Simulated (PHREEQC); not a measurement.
Dissolve 0.0037 mol CuSO4, 9.3e-05 mol H2SO4 and 0.0057 mol KCl per kg of water at 25 °C. Closed to the air; pH follows from the charge balance.

Model: ion-association model, wateq4f.dat, run in PHREEQC.

No solid was allowed to form.

**Question.** Predict the pH.

**Answer.** pH 3.85.

**Question.** In which forms is Cu present?

**Answer.** Cu+2 81 %, CuSO4 18 %, CuCl+ 0.8 % of the Cu.
